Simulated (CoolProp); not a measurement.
A single-stage vapour-compression cycle with the fluid: evaporating at 204.15 K (dew point), condensing at 264.15 K (bubble point), superheat 2 K, subcooling 0 K, compressor efficiency 0.7, no pressure losses. The same conditions are run with several fluids, on thermodynamics alone (safety and materials aside).

Computed with CoolProp (reference Helmholtz-energy equation of state of each fluid (ammonia: Gao 2020; R125: Lemmon 2005; hydrogen sulfide: Lemmon 2006; C3F8 (R218): Lemmon 2006; ethylene: Smukala 2000; hydrogen chloride: Thol 2018)).

Rank ammonia, R125, hydrogen sulfide, C3F8 (R218), ethylene, hydrogen chloride by cooling COP, highest first.

hydrogen sulfide (1.79), R125 (1.74), ammonia (1.72), hydrogen chloride (1.69), C3F8 (R218) (1.53), ethylene (1.45)

```json
[
 {"fluid": "ammonia", "pressure ratio": "25.8", "discharge temperature (K)": "522.0", "refrigerating effect (kJ/kg)": "1200", "volumetric capacity (kJ/m³)": "141"},
 {"fluid": "R125", "pressure ratio": "15.6", "discharge temperature (K)": "300.0", "refrigerating effect (kJ/kg)": "108", "volumetric capacity (kJ/m³)": "246"},
 {"fluid": "hydrogen sulfide", "pressure ratio": "12.3", "discharge temperature (K)": "450.3", "refrigerating effect (kJ/kg)": "437", "volumetric capacity (kJ/m³)": "564"},
 {"fluid": "C3F8 (R218)", "pressure ratio": "17.1", "discharge temperature (K)": "268.6", "refrigerating effect (kJ/kg)": "58.9", "volumetric capacity (kJ/m³)": "117"},
 {"fluid": "ethylene", "pressure ratio": "6.17", "discharge temperature (K)": "340.9", "refrigerating effect (kJ/kg)": "248", "volumetric capacity (kJ/m³)": "2430"},
 {"fluid": "hydrogen chloride", "pressure ratio": "8.75", "discharge temperature (K)": "448.2", "refrigerating effect (kJ/kg)": "321", "volumetric capacity (kJ/m³)": "1670"}
]
```
